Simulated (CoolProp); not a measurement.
Vapour-liquid equilibrium of acetone (1) + toluene (2) at 197.35 °C; x and y are mole fractions of (1).

The numbers come from the multi-fluid Helmholtz-energy mixture model, Lemmon 2006 and Lemmon 2006; pair parameters Bell 2016 in CoolProp.

```
x      bubble pressure, mixture model (MPa)  bubble pressure, Raoult's law (MPa)  y, mixture model  y, Raoult's law
-----  ------------------------------------  -----------------------------------  ----------------  ---------------
0.05                                 0.8330                               0.8118               ___            0.163
0.125                                0.9966                               0.9564             0.321            0.345
0.2                                   1.149                                1.101             0.435            0.480
0.275                                 1.292                                1.246               ___            0.584
0.35                                  1.430                                1.390             0.593            0.665
0.425                                   ___                                1.535             0.653            0.732
0.5                                     ___                                1.679             0.706            0.787
0.575                                 1.830                                1.824             0.754            0.833
0.65                                    ___                                1.969             0.800            0.873
0.725                                   ___                                2.113             0.844            0.907
0.8                                   2.241                                2.258             0.886            0.937
0.875                                   ___                                2.402               ___            0.963
0.95                                  2.538                                2.547             0.971            0.986
```

What belongs in the gaps?


- 0.05, y, mixture model: 0.158
- 0.275, y, mixture model: 0.522
- 0.425, bubble pressure, mixture model (MPa): 1.564
- 0.5, bubble pressure, mixture model (MPa): 1.697
- 0.65, bubble pressure, mixture model (MPa): 1.964
- 0.725, bubble pressure, mixture model (MPa): 2.101
- 0.875, bubble pressure, mixture model (MPa): 2.387
- 0.875, y, mixture model: 0.929

The largest gap from Raoult's law is +4.4 % in bubble pressure, at x = 0.2. No azeotrope shows between x = 0.05 and 0.95.

Pair parameters are fitted to limited data, so mixtures are less certain than the pure fluids. The gap from Raoult's law changes sign with composition, which may be real or a fault of the pair parameters; it wasn't checked against measurements.
